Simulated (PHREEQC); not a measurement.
Dissolve 150 mmol/kgw NH4F, 24 mmol/kgw NaH2PO4 and 10 mmol/kgw Na2B4O7 at 25 °C. Closed to the air; pH follows from the charge balance.

All values are PHREEQC results (ion-association model, wateq4f.dat), not measurements.

Each row changes one thing in this solution. No solid was allowed to form.

| case | pH | ionic strength (mol/kgw) | F- (mol/kgw) | Na+ (mol/kgw) | NaF (mol/kgw) | NH3 (mol/kgw) |
|---|---|---|---|---|---|---|
| as made | 7.36 | 0.209 | 0.144 | 0.0418 | 0.00172 | 0.00145 |
| NH4F from 0.15 to 0.3 mol/kgw | 7.39 | 0.357 | 0.286 | 0.0407 | 0.00292 | 0.00304 |
| NaH2PO4 from 0.024 to 0.24 mol/kgw | 5.92 | 0.432 | 0.112 | 0.250 | 0.00668 | 5.17e-5 |
| NaH2PO4 from 0.024 to 0.0024 mol/kgw | 8.31 | 0.162 | 0.147 | 0.0214 | 0.000953 | 0.0122 |
| temperature from 25 to 20 °C | 7.40 | 0.209 | 0.144 | 0.0418 | 0.00173 | 0.00111 |
| Na2B4O7 replaced by Na2SiF6 at the same molality | 5.40 | 0.203 | 0.147 | 0.0422 | 0.00178 | 1.59e-5 |
| NaH2PO4 from 0.024 to 0.036 mol/kgw | 6.96 | 0.224 | 0.141 | 0.0533 | 0.00211 | 0.000581 |
| NaH2PO4 left out | 8.37 | 0.155 | 0.147 | 0.0191 | 0.000860 | 0.0138 |
| diluted 10-fold with water | 7.44 | 0.0209 | 0.0149 | 0.00436 | 2.81e-5 | 0.000200 |

Complexes and solids missing from the database can't appear. H3PO4, which wateq4f.dat lacks, is added to it with the constant of phreeqc.dat. Real BF4- forms and hydrolyses slowly; the run takes it at equilibrium.
